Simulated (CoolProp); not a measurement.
A simple Rankine cycle with water: condensing at 297.15 K, boiler at 0.0998 MPa, turbine inlet 412.7 K, turbine efficiency 0.85, pump efficiency 0.7, no recuperator. Each further row changes one setting.

Model: reference Helmholtz-energy equation of state, Wagner 2002, in CoolProp.

| case | thermal efficiency (%) | net work (kJ/kg) | heat in (kJ/kg) | turbine exit temperature (K) | volume ratio over the turbine |
|---|---|---|---|---|---|
| as stated | 16.4 | 435 | 2660 | 297.1 | 22.0 |
| turbine inlet 432.7 K | 16.5 | 445 | 2690 | 297.1 | 21.3 |
| condensing temperature 289.15 K | 18.0 | 484 | 2690 | 289.1 | 34.7 |
| boiler pressure 0.0699 MPa | 14.8 | 394 | 2660 | 297.1 | 15.7 |
| turbine efficiency 0.75 | 14.5 | 384 | 2660 | 297.1 | 22.5 |

The expansion ends wet for: as stated; turbine inlet 432.7 K; condensing temperature 289.15 K; boiler pressure 0.0699 MPa; turbine efficiency 0.75.
